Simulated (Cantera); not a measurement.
Input (Python, Cantera):

```python
import numpy as np
import cantera as ct

gas = ct.Solution("gri30.yaml")
gas.TPX = 1150, 1200000, {'CO': 1, 'H2': 0.15, 'CH4': 0.092, 'O2': 0.914, 'N2': 3.44}
reactor = ct.IdealGasReactor(gas, energy="on", clone=False)
net = ct.ReactorNet([reactor])
net.rtol, net.atol = 1e-08, 1e-16
show = ['CO', 'H2', 'CH4', 'O', 'H2O', 'CH3']
times = np.geomspace(6e-06, 9, 10)

steps = ct.SolutionArray(gas, extra=["t"])
rows = []
print(f"{'t/s':>10s}{'T/K':>9s}{'P/Pa':>11s}" + "".join(f"{s:>11s}" for s in show))
for t in times:
    while net.time < t:
        t_next = net.step()
        steps.append(gas.state, t=t_next)
    rows.append([np.interp(t, steps.t, y) for y in (steps.T, steps.P, *steps(*show).X.T)])
    print(f"{t:10.3e}{rows[-1][0]:9.1f}{rows[-1][1]:11.4g}" + "".join(f"{x:11.3e}" for x in rows[-1][2:]))
rate = np.gradient(steps.T, steps.t)
print("integrator steps:", len(steps.t))
if steps.T.max() > steps.T[0] + 200:
    print(f"time of steepest temperature rise: {steps.t[rate.argmax()]:.4e} s")
gas.TPX = 1150, 1200000, {'CO': 1, 'H2': 0.15, 'CH4': 0.092, 'O2': 0.914, 'N2': 3.44}
gas.equilibrate("UV")
print(f"equilibrium (UV): T = {gas.T:.1f} K  " + "  ".join(f"{s} {gas[s].X[0]:.3e}" for s in show))
```

It prints:

```
       t/s      T/K       P/Pa         CO         H2        CH4          O        H2O        CH3
 6.000e-06   1150.0    1.2e+06  1.787e-01  2.680e-02  1.644e-02  3.897e-09  7.430e-08  6.031e-08
 2.913e-05   1150.0    1.2e+06  1.787e-01  2.680e-02  1.644e-02  1.340e-08  1.508e-06  5.295e-07
 1.415e-04   1175.3  1.225e+06  1.778e-01  2.600e-02  1.586e-02  2.905e-06  1.292e-03  3.149e-05
 6.868e-04   2942.5  2.833e+06  4.290e-02  1.995e-03  2.795e-15  3.483e-03  5.707e-02  2.499e-14
 3.335e-03   2942.5  2.833e+06  4.290e-02  1.995e-03  2.796e-15  3.482e-03  5.707e-02  2.499e-14
 1.619e-02   2942.5  2.833e+06  4.290e-02  1.995e-03  2.796e-15  3.482e-03  5.707e-02  2.499e-14
 7.862e-02   2942.5  2.833e+06  4.290e-02  1.995e-03  2.796e-15  3.482e-03  5.707e-02  2.499e-14
 3.817e-01   2942.5  2.833e+06  4.290e-02  1.995e-03  2.796e-15  3.482e-03  5.707e-02  2.499e-14
 1.854e+00   2942.5  2.833e+06  4.290e-02  1.995e-03  2.796e-15  3.482e-03  5.707e-02  2.499e-14
 9.000e+00   2942.5  2.833e+06  4.290e-02  1.995e-03  2.796e-15  3.482e-03  5.707e-02  2.499e-14
integrator steps: 1882
time of steepest temperature rise: 1.9945e-04 s
equilibrium (UV): T = 2942.5 K  CO 4.290e-02  H2 1.995e-03  CH4 3.795e-15  O 3.482e-03  H2O 5.707e-02  CH3 3.392e-14
```

Detailed kinetics in Cantera: GRI-Mech 3.0 (53 species, 325 reactions). The pressure lies above the range GRI-Mech 3.0 was tuned for (to about 10 atm).
